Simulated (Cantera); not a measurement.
## Low-pressure radical oxidation in H2/O2

An isothermal, constant-pressure homogeneous reactor starts with 13.7 % H₂, 80.8 % O₂, 5.49 % H₂O, equivalence ratio 0.085, at 1225 K and 0.0197 atm.

Model: the H2/O2 subset of GRI-Mech 3.0, which has no nitrogen chemistry, integrated in Cantera. Radical loss at walls, strong at low pressure, is not modelled. The temperature is held fixed by assumption; the heat of reaction is taken as removed at once.

```
t (s)         x H₂   x O₂      x OH    x HO₂       x O
--------  --------  -----  --------  -------  --------
7.00e-5      0.137  0.808   9.04e-9  1.71e-8   1.29e-8
0.000159     0.137  0.808   6.95e-8  3.98e-8   1.06e-7
0.000363     0.137  0.808   3.87e-6  1.53e-7   5.97e-6
0.000825    0.0769  0.771   0.00974  1.01e-5    0.0197
0.00188    0.00630  0.733   0.00903  1.24e-5    0.0505
0.00427    0.00450  0.753   0.00769  1.25e-5    0.0344
0.00973    0.00209  0.776   0.00527  1.12e-5    0.0153
0.0221    0.000553  0.789   0.00270  7.09e-6   0.00397
0.0504    0.000109  0.792   0.00120  2.77e-6  0.000782
0.115      2.29e-5  0.793  0.000557  8.37e-7  0.000166
0.261      5.81e-6  0.793  0.000284  2.57e-7   4.30e-5
0.594      1.76e-6  0.793  0.000157  8.92e-8   1.32e-5
1.35       6.04e-7  0.794   9.25e-5  3.73e-8   4.58e-6
3.08       2.27e-7  0.794   5.69e-5  2.20e-8   1.74e-6
7.00       9.41e-8  0.794   3.67e-5  2.01e-8   7.21e-7
```
x: mole fraction; the columns are a selection and need not sum to one.

Equilibrium at this temperature and pressure: H₂ 3.49e-8, O₂ 0.794, OH 2.23e-5, HO₂ 2.58e-8, O 2.67e-7 (gas phase only).
